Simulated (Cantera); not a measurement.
A closed system holds: 1 mol PbO, 0.82 mol CO, 11 mol H2, equilibrated at 1350 °C and 6750 Torr.

Equilibrium computed with Cantera from the NASA thermochemical tables; the gas is ideal and each condensed phase is pure. Candidate condensed phases: C, C6H6, C7H8, C8H18, H2O, Pb, PbO, PbO2, Pb3O4; 113 gas species. Equilibrium is a limit: real reactors are often held back by kinetics, nucleation or transport.

Base state: H2 0.841, H2O 0.0819, CO 0.0667, Pb 0.00816, CO2 0.00209, CH4 4.40e-5, H 2.12e-5 (mole fractions); condensed: Pb(l).

Problem. What changes in the equilibrium state with this change: temperature from 1350 °C to 1277 °C?

Solution. 
```tsv
species	before	after
H2	0.841	0.845
H2O	0.0819	0.0820
CO	0.0667	0.0667
Pb	0.00816	0.00435
CO2	0.00209	0.00232
CH4	4.40e-5	9.77e-5
H	2.12e-5	9.65e-6
Pb(l), mol	0.903	0.948
```
